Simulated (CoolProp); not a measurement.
A single-stage vapour-compression cycle with isobutane: evaporating at 316.15 K (dew point), condensing at 373.15 K (bubble point), superheat 2 K, subcooling 2 K, compressor efficiency 0.7, no pressure losses. Each further row changes one setting.

Values from CoolProp's reference Helmholtz-energy equation of state, Bücker 2006.

```json
[
 {"case": "as stated", "cooling COP": "2.37", "pressure ratio": "3.46", "discharge temperature (K)": "374.7", "refrigerating effect (kJ/kg)": "156", "volumetric capacity (kJ/m³)": "2280"},
 {"case": "evaporating temperature 321.15 K", "cooling COP": "2.75", "pressure ratio": "3.05", "discharge temperature (K)": "374.7", "refrigerating effect (kJ/kg)": "163", "volumetric capacity (kJ/m³)": "2700"},
 {"case": "condensing temperature 368.15 K", "cooling COP": "2.80", "pressure ratio": "3.15", "discharge temperature (K)": "369.8", "refrigerating effect (kJ/kg)": "172", "volumetric capacity (kJ/m³)": "2510"},
 {"case": "subcooling 7 K", "cooling COP": "2.62", "pressure ratio": "3.46", "discharge temperature (K)": "374.7", "refrigerating effect (kJ/kg)": "172", "volumetric capacity (kJ/m³)": "2520"},
 {"case": "superheat 12 K", "cooling COP": "2.50", "pressure ratio": "3.46", "discharge temperature (K)": "383.3", "refrigerating effect (kJ/kg)": "176", "volumetric capacity (kJ/m³)": "2450"},
 {"case": "compressor efficiency 0.6", "cooling COP": "2.03", "pressure ratio": "3.46", "discharge temperature (K)": "378.6", "refrigerating effect (kJ/kg)": "156", "volumetric capacity (kJ/m³)": "2280"}
]
```
